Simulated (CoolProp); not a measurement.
Model: reference Helmholtz-energy equation of state, Lemmon 2009, in CoolProp.

Give the vapour pressure (MPa), enthalpy of vaporisation (kJ/kg), surface tension (mN/m) of saturated propane at 265.8, 282.3 K.


```tsv
T (K)	p (MPa)	enthalpy of vaporisation (kJ/kg)	surface tension (mN/m)
265.8	0.377	385	11.1
282.3	0.621	362	8.97
```

Surface tension comes from a separate correlation (Mulero 2012).
